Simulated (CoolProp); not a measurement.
Saturation properties of R365MFC (Tc = 186.9 °C, pc = 32.66 bar, ω = 0.377).

Computed with CoolProp (reference Helmholtz-energy equation of state, Lemmon 2016).

```csv
T (°C),p (bar),liquid density (kg/m³),vapour density (kg/m³)
55.25,1.691,1190,9.816
59.25,1.920,1180,11.08
63.25,2.172,1171,12.48
67.25,2.450,1161,14.01
71.25,2.753,1151,15.69
75.35,3.094,1141,17.57
79.35,3.456,1131,19.58
83.35,3.850,1121,21.77
87.35,4.278,1110,24.16
91.35,4.741,1100,26.77
95.35,5.240,1089,29.60
99.35,5.779,1077,32.68
103.35,6.359,1066,36.03
107.45,6.998,1054,39.76
```

It boils at 40.2 °C under 1 atm.
